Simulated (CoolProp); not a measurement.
Properties of diethyl ether along the isotherm 432.8 K.

Model: reference Helmholtz-energy equation of state, Thol 2014, in CoolProp.

```tsv
p (kPa)	phase	density (kg/m³)	cv (kJ/(kg K))
774	gas	___	1.991
1550	gas	41.66	2.074
2320	liquid	497.6	2.151
3100	liquid	___	___
3870	liquid	515.0	2.123
4650	liquid	521.7	2.113
5420	liquid	527.6	2.105
6200	liquid	532.9	2.098
6970	liquid	537.7	2.092
7740	liquid	542.1	2.086
8520	liquid	546.3	2.081
9290	liquid	550.1	2.077
```

Task: Complete the blanks.

Result: 
- 774, density (kg/m³): 17.75
- 3100, density (kg/m³): 507.2
- 3100, cv (kJ/(kg K)): 2.135
